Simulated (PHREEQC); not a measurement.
A solution holds 0.0015 mol/kgw KOH and 0.23 mol/kgw H3BO3, at 25 °C. Closed to the air; pH follows from the charge balance.

Equilibrium calculation in PHREEQC: Pitzer model, pitzer.dat.

Precipitation was switched off in this run.

**Question.** Estimate the pH, osmotic coefficient.

**Answer.** pH 6.43; osmotic coefficient 0.999.

**Question.** In which forms is B present?

**Answer.** B(OH)3 98 %, B3O3(OH)4- 1.5 % of the B.

Species that the database lacks are ignored.
